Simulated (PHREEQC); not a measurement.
Dissolve 22 mmol/kgw HF, 6.9 mmol/kgw H2SiF6, 2.4 mmol/kgw H3AsO4 and 0.036 mmol/kgw HCl at 45 °C. Closed to the air; pH follows from the charge balance.

Equilibrium calculation in PHREEQC: ion-association model, wateq4f.dat.

Each row changes one thing in this solution. No solid was allowed to form.

```
case                                     pH  ionic strength (mol/kgw)  HF (mol/kgw)  H3AsO4 (mol/kgw)  F- (mol/kgw)  H2AsO4- (mol/kgw)  SI of Quartz (SiO2)
-------------------------------------  ----  ------------------------  ------------  ----------------  ------------  -----------------  -------------------
as made                                1.87                    0.0222        0.0201           0.00176      0.000800           0.000638                -1.68
diluted 5-fold with water              2.50                   0.00452       0.00493          0.000197      0.000775           0.000283                +0.07
H2SiF6 from 0.0069 to 0.0345 mol/kgw   1.25                     0.104        0.0214           0.00219             ?           0.000214                    ?
HCl left out                           1.87                    0.0222        0.0201           0.00176             ?           0.000639                -1.68
H2SiF6 from 0.0069 to 0.00138 mol/kgw  2.27                   0.00722        0.0190           0.00129       0.00179            0.00111                -2.93
HCl from 3.6e-05 to 3.96e-05 mol/kgw   1.87                    0.0222        0.0201           0.00176      0.000799           0.000638                -1.68
H2SiF6 from 0.0069 to 0.0103 mol/kgw   1.72                    0.0321        0.0203           0.00190      0.000596           0.000504                -1.29
```

Task: What belongs in the gaps?

Result: 
- H2SiF6 from 0.0069 to 0.0345 mol/kgw, F- (mol/kgw): 0.000236
- H2SiF6 from 0.0069 to 0.0345 mol/kgw, SI of Quartz (SiO2): -0.14
- HCl left out, F- (mol/kgw): 0.000801

Species that the database lacks are ignored. Some of these states are supersaturated (in Quartz (slow to form), for instance). Away from 25 °C the constants follow the database's enthalpies or fits; those with neither stay at their 25 °C values. SiF6-2 is the database's only silicon fluoride.
